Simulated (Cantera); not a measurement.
## SiCl4 + N2 (silicon nitride deposition)

Feed: 1 mol SiCl4, 13 mol N2, equilibrated at 58.0 Pa.

Method: chemical equilibrium by Gibbs-energy minimisation in Cantera with the NASA 1993 tables (ideal gas, pure condensed phases). Candidate condensed phases: Si, Si3N4; 13 gas species. The tables' values for SiCl3, SiCl are old estimates; treat these amounts as uncertain. The numbers say what is thermodynamically allowed, not how fast it happens.

From 1452 °C to 1752 °C nothing is condensed. The main Si-bearing gas is SiCl2 throughout.

```csv
T (°C),x N2,x Cl,x SiCl2,x SiCl3
1452,0.834,0.101,0.0443,0.0129
1477,0.828,0.108,0.0487,0.0108
1502,0.824,0.113,0.0522,0.00868
1527,0.820,0.116,0.0549,0.00683
1552,0.818,0.119,0.0568,0.00529
1577,0.816,0.121,0.0583,0.00406
1602,0.815,0.122,0.0593,0.00311
1627,0.815,0.123,0.0600,0.00238
1652,0.814,0.123,0.0605,0.00182
1677,0.813,0.124,0.0608,0.00140
1702,0.813,0.125,0.0609,0.00108
1727,0.812,0.125,0.0608,0.000837
1752,0.811,0.126,0.0604,0.000651
```
x: gas mole fraction; nothing condenses.
